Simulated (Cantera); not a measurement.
Adiabatic ignition

An adiabatic, constant-pressure homogeneous reactor starts with CH3OH : O2 : N2 : H2O = 1 : 1.25 : 4.7 : 0.87 (molar parts), equivalence ratio 1.2, at 1200 K and 1.01 bar.

Computed with Cantera and GRI-Mech 3.0 (53 species, 325 reactions). GRI-Mech 3.0 was tuned for natural gas; its chemistry of methanol as a main component is partial and can be far from experiment.

| t (s) | T (K) | x CH3OH | x O2 | x H2O | x H | x H2O2 |
|---|---|---|---|---|---|---|
| 9.00e-6 | 1200 | 0.128 | 0.160 | 0.111 | 6.55e-10 | 9.32e-12 |
| 1.84e-5 | 1200 | 0.128 | 0.160 | 0.111 | 6.80e-10 | 4.48e-11 |
| 3.77e-5 | 1200 | 0.128 | 0.160 | 0.111 | 7.15e-10 | 2.28e-10 |
| 7.72e-5 | 1200 | 0.128 | 0.160 | 0.111 | 7.51e-10 | 1.27e-9 |
| 0.000158 | 1200 | 0.128 | 0.160 | 0.111 | 7.89e-10 | 7.61e-9 |
| 0.000324 | 1200 | 0.128 | 0.160 | 0.111 | 8.72e-10 | 4.53e-8 |
| 0.000663 | 1200 | 0.128 | 0.160 | 0.111 | 1.13e-9 | 2.45e-7 |
| 0.00136 | 1200 | 0.128 | 0.160 | 0.111 | 2.06e-9 | 1.18e-6 |
| 0.00278 | 1200 | 0.128 | 0.160 | 0.111 | 6.28e-9 | 6.05e-6 |
| 0.00569 | 1204 | 0.125 | 0.158 | 0.113 | 1.21e-7 | 0.000147 |
| 0.0117 | 2520 | <1e-12 | 0.00463 | 0.295 | 0.00463 | 1.49e-7 |
| 0.0239 | 2516 | <1e-12 | 0.00434 | 0.294 | 0.00457 | 1.42e-7 |
| 0.0488 | 2514 | <1e-12 | 0.00424 | 0.294 | 0.00455 | 1.40e-7 |
| 0.100 | 2514 | <1e-12 | 0.00424 | 0.294 | 0.00455 | 1.40e-7 |
x: mole fraction; the columns are a selection and need not sum to one.

```json
{
  "time_of_steepest_temperature_rise": "7.13 ms",
  "temperature at 0.100 s": "2514 K",
  "equilibrium_temperature": "2514 K",
  "x(CH3OH) at 0.100 s": "<1e-12 (gas-phase equilibrium <1e-12)",
  "x(O2) at 0.100 s": "0.00424 (gas-phase equilibrium 0.00424)",
  "x(H2O) at 0.100 s": "0.294 (gas-phase equilibrium 0.294)"
}
```
